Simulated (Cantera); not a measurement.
Input: 1 mol Cr, a varied amount of H2O, at 1623 K and 1000 Pa.

These are equilibrium values from Cantera (NASA tables, ideal gas, pure condensed phases), not measurements of a reactor. Candidate condensed phases: Cr, Cr2O3, H2O; 13 gas species. Mutual solubility and eutectic melting of coexisting phases are not modelled. Kinetics and transport are ignored.

Question: Which condensed phases are stable at each of these points (n(H2O) (mol)): 1.1, 1.9, 2.6, 3.4, 4.1, 4.9, 5.6, 6.4, 7.2, 7.9, 8.7?

Answer: 
```
n(H2O) (mol)  condensed phases  Cr condensed (%)
------------  ----------------  ----------------
1.1           Cr(s) + Cr2O3(s)              99.9
1.9                   Cr2O3(s)             100.0
2.6                   Cr2O3(s)             100.0
3.4                   Cr2O3(s)             100.0
4.1                   Cr2O3(s)             100.0
4.9                   Cr2O3(s)             100.0
5.6                   Cr2O3(s)             100.0
6.4                   Cr2O3(s)             100.0
7.2                   Cr2O3(s)             100.0
7.9                   Cr2O3(s)             100.0
8.7                   Cr2O3(s)             100.0
```

At 1.1 mol H2O the condensed part is Cr(s) + Cr2O3(s). From 1.9 mol H2O to 8.7 mol H2O the condensed part is Cr2O3(s).
